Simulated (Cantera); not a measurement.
What does this Cantera script print?

```python
import numpy as np
import cantera as ct

gas_names = """
    F FO FO2 F2 F2O N NF NF2 NF3 NO NO2 NO3 N2 N2O O O2 O3 Si SiF SiF2 SiF3 SiF4 SiN SiO SiO2 Si2 Si2N
    Si3
""".split()
cond_names = """
    Si(cr) Si(L) SiO2(Lqz) SiO2(hqz) SiO2(L) Si2N2O(s) Si3N4(a)
""".split()


def load(file, names, dense=False):
    # The tables refer to 1 bar. Condensed volumes are neglected.
    table = {s.name: s for s in ct.Species.list_from_file(file)}
    out = []
    for n in names:
        d = dict(table[n].input_data)
        d["thermo"] = dict(d["thermo"], **{"reference-pressure": 1e5})
        if dense:
            d["equation-of-state"] = {"model": "constant-volume", "density": "1e6 g/cm^3"}
        out.append(ct.Species.from_dict(d))
    return out


gas = ct.Solution(thermo="ideal-gas", species=load("nasa_gas.yaml", gas_names))
cond = {s.name: ct.Solution(thermo="fixed-stoichiometry", species=[s], name=s.name)
        for s in load("nasa_condensed.yaml", cond_names, dense=True)}
atoms = {
    'SiF4': {'Si': 1, 'F': 4},
    'NO': {'N': 1, 'O': 1},
    'N2': {'N': 2},
}
top_T = {'Si2N2O(s)': 2100, 'Si3N4(a)': 2400}  # K; cautious upper limits of use, not melting points


def equilibrate(T, P, feed):
    n = {}
    for name, mol in feed.items():
        for a, k in atoms[name].items():
            n[a] = n.get(a, 0.0) + k * mol
    gas.TPX = T, P, n
    mass = sum(n.values()) * gas.mean_molecular_weight
    gas.equilibrate("TP")
    valid = [c for c in cond.values() if c.min_temp <= T <= top_T.get(c.name, c.max_temp)]
    mix = ct.Mixture([(gas, mass / gas.mean_molecular_weight)] + [(c, 0.0) for c in valid])
    mix.T, mix.P = T, P
    mix.equilibrate("TP", solver="vcs", rtol=1e-11, max_steps=5000)
    return mix


results = []
feed = {'SiF4': 1, 'NO': 29, 'N2': 3.4}  # mol
T = 1725  # K
for P in [5, 17, 59, 210, 710, 2400, 8400, 29000, 100000]:
    mix = equilibrate(T, P, feed)
    results.append((T, P, feed, dict(zip(mix.species_names, mix.species_moles))))

top = {s: max(r[3][s] / sum(r[3][g] for g in gas_names) for r in results) for s in gas_names}
cols = sorted((s for s in top if top[s] > 1e-06), key=lambda s: -top[s])[:5]
seen = [c for c in cond_names if any(r[3].get(c, 0) > 1e-12 for r in results)]
print("log10 of partial pressures in bar; condensed amounts in mol")
print(f"{'P/Pa':>10s}" + "".join(f"{s[:9]:>10s}" for s in cols + seen))
for T, P, feed, n in results:
    ng = sum(n[g] for g in gas_names)
    print(f"{P:10.4g}" + "".join(f"{np.log10(max(n[s] / ng * P / 1e5, 1e-99)):10.3f}" for s in cols)
          + "".join(f"{n.get(c, 0):10.4g}" for c in seen))
```

Output:

```
log10 of partial pressures in bar; condensed amounts in mol
      P/Pa        N2        O2      SiF4         O        NO   SiO2(L)
         5    -4.575    -4.669    -5.829    -6.571    -6.728  0.001123
        17    -4.043    -4.136    -5.296    -6.304    -6.195  0.001465
        59    -3.502    -3.595    -4.754    -6.034    -5.654 0.0009451
       210    -2.950    -3.043    -4.202    -5.758    -5.103 0.0005321
       710    -2.421    -2.513    -3.673    -5.493    -4.573 0.0002959
      2400    -1.892    -1.984    -3.144    -5.228    -4.044 0.0001626
      8400    -1.348    -1.440    -2.600    -4.956    -3.500 8.732e-05
   2.9e+04    -0.810    -0.902    -2.061    -4.687    -2.962 4.711e-05
     1e+05    -0.272    -0.364    -1.524    -4.418    -2.424 2.541e-05
```

These are equilibrium values from Cantera (NASA tables, ideal gas, pure condensed phases), not measurements of a reactor. The tables' values for SiF3, SiO2 are old estimates; treat these amounts as uncertain. The tables hold silica as quartz up to 1696 K and as liquid above; real silica turns to tridymite and cristobalite and melts near 1996 K.
